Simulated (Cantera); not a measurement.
## Ignition delay

Mixture: CH4 : O2 : N2 : H2O : CO2 = 1 : 2.44 : 6.83 : 1.6 : 0.32 (molar parts), at 0.700 bar, adiabatic and at constant pressure. Ignition delay is the time to a rise of 400 K.

Computed with Cantera and GRI-Mech 3.0 (53 species, 325 reactions).

```tsv
T0 (K)	delay (ms)
1075	395
1150	126
1225	43.4
1300	16.0
1375	6.30
1450	2.65
```

```json
{
  "apparent activation energy between 1300 and 1450 K": "190 kJ/mol"
}
```
